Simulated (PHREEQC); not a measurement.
Buffer: an equilibrium model

Solution (25 °C): 0.059 mol NaHSO4 and 0.00043 mol NaF per kg of water. Closed to the air; pH follows from the charge balance.

Equilibrium calculation in PHREEQC: ion-association model, phreeqc.dat.

No solid was allowed to form.

Task: What pH, specific conductance does the model give?

Result: pH 1.62; specific conductance 15000 µS/cm.

Task: In which forms is S present?

Result: HSO4- 50 %, SO4-2 46 %, NaSO4- 4.6 % of the S.

Complexes and solids missing from the database can't appear.
